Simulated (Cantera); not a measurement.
Fluorocarbon and chlorocarbon gases: C2F6 + H2 + CH4

Feed: 1 mol C2F6, 0.86 mol H2, 0.42 mol CH4, held at 4.40 Pa.

Equilibrium computed with Cantera from the NASA thermochemical tables; the gas is ideal and each condensed phase is pure. Candidate condensed phases: C, C6H6, C7H8, C8H18; 95 gas species. The feed counts by its element totals alone. Gases not in the tables: C2F6 and larger saturated fluorocarbons. Kinetics and transport are ignored.

```tsv
T (K)	log p HF	log p CF4	log p F	log p CF2	log p CF3	n C(graphite)
1323	-4.43	-5.15	-8.47	-8.25	-9.43	1.77
1348	-4.43	-5.15	-8.24	-8.04	-9.26	1.77
1373	-4.43	-5.15	-8.01	-7.85	-9.10	1.77
1398	-4.43	-5.15	-7.80	-7.66	-8.94	1.77
1423	-4.43	-5.15	-7.59	-7.47	-8.80	1.77
1448	-4.43	-5.15	-7.39	-7.30	-8.65	1.77
1473	-4.43	-5.16	-7.20	-7.13	-8.51	1.77
1498	-4.43	-5.16	-7.01	-6.96	-8.38	1.77
1523	-4.43	-5.16	-6.83	-6.80	-8.25	1.77
1548	-4.44	-5.16	-6.65	-6.65	-8.13	1.76
1573	-4.44	-5.17	-6.49	-6.50	-8.02	1.76
1598	-4.44	-5.18	-6.32	-6.36	-7.90	1.76
1623	-4.44	-5.19	-6.17	-6.23	-7.80	1.76
```
log p: log10 of the partial pressure in bar; n: condensed amount in mol.

From 1323 K to 1623 K the condensed part is C(graphite). The main C-bearing gas is CF4 throughout.
